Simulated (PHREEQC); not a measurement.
Solution (25 °C): 0.13 mol/kgw MnSO4, 0.012 mol/kgw H2SO4 and 0.041 mol/kgw NaCl. Closed to the air; pH follows from the charge balance.

The numbers come from PHREEQC with the ion-association model, wateq4f.dat.

This is a speciation only: nothing precipitates in the calculation.

### Question
Estimate the pH, ionic strength.

### Answer
pH 2.18; ionic strength 0.334 mol/kgw.

### Question
In which forms is Na present?

### Answer
Na+ 92 %, NaSO4- 7.7 % of the Na.

Complexes and solids missing from the database can't appear.
